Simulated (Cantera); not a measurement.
A Cantera script and what it prints.

```python
import numpy as np
import cantera as ct

gas_names = """
    N NO NO2 NO3 N2 N2O O O2 O3 Pb PbO Pb2
""".split()
cond_names = """
    Pb(cr) Pb(L) PbO(rd) PbO(yw) PbO(L) PbO2(s) Pb3O4(s)
""".split()


# ... load() reads the species with a 1 bar reference pressure and builds the phases ...
atoms = {
    'Pb': {'Pb': 1},
    'O2': {'O': 2},
    'N2': {'N': 2},
}
top_T = {'Pb3O4(s)': 820}  # K; cautious upper limits of use, not melting points


# ... equilibrate(T, P, feed) seeds the gas with the atoms and calls Mixture.equilibrate('TP', solver="vcs", rtol=1e-11, max_steps=5000) ...
results = []
feed = {'Pb': 1, 'O2': 0.87, 'N2': 26}  # mol
T = 525  # K
P = 1333.22  # Pa
mix = equilibrate(T, P, feed)
results.append((T, P, feed, dict(zip(mix.species_names, mix.species_moles))))
x = sorted(zip(gas.X, gas.species_names), reverse=True)
print(f"T = {T:g} K  P = {P:g} Pa  gas = {mix.phase_moles(0):.4g} mol")
print("   x: " + "  ".join(f"{s} {v:.3e}" for v, s in x if v > 1e-05))
print("   condensed (mol): " + ("  ".join(f"{mix.phase(i).name} {mix.phase_moles(i):.4g}"
      for i in range(1, mix.n_phases) if mix.phase_moles(i) > 1e-12) or "none"))
```

It prints:

```
T = 525 K  P = 1333.22 Pa  gas = 26.37 mol
   x: N2 9.860e-01  O2 1.403e-02
   condensed (mol): PbO(rd) 1
```

These are equilibrium values from Cantera (NASA tables, ideal gas, pure condensed phases), not measurements of a reactor.
